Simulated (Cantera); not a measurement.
A closed system holds: 1 mol (CH₃)₂SiCl₂, 0.012 mol C₂H₂, 27 mol H₂, 0.53 mol C₃H₈, held at 2075 K and 38.0 mbar.

Equilibrium computed with Cantera from the NASA thermochemical tables; the gas is ideal and each condensed phase is pure. Candidate condensed phases: C, C₆H₆, C₇H₈, C₈H₁₈, Si, SiC; 109 gas species. The feed counts by its element totals alone. The tables' values for SiCl are old estimates; treat these amounts as uncertain. Gases not in the tables: Si₂H₆ and higher silanes. Equilibrium is a limit: real reactors are often held back by kinetics, nucleation or transport.

Base state: H₂ 0.926, HCl 0.0581, H 0.0131, C₂H₂ (acetylene) 0.00115, Cl 0.000609, SiCl₂ 0.000575, Si 0.000192, SiCl 4.74e-5 (mole fractions); condensed: C(graphite) + SiC(s).

Task: What changes in the equilibrium state with this change: H₂ from 27 to 17 mol?

Result: 
```csv
species,before,after
H₂,0.926,0.901
HCl,0.0581,0.0825
H,0.0131,0.0130
SiCl₂,0.000575,0.00119
Cl,0.000609,0.000877
SiCl,4.74e-5,6.83e-5
CH₄,1.14e-5,1.08e-5
SiH₂,1.06e-5,1.03e-5
C₂H₂ (acetylene),0.00115,0.00112
"C(graphite), mol",2.56,2.60
"SiC(s), mol",0.971,0.965
```
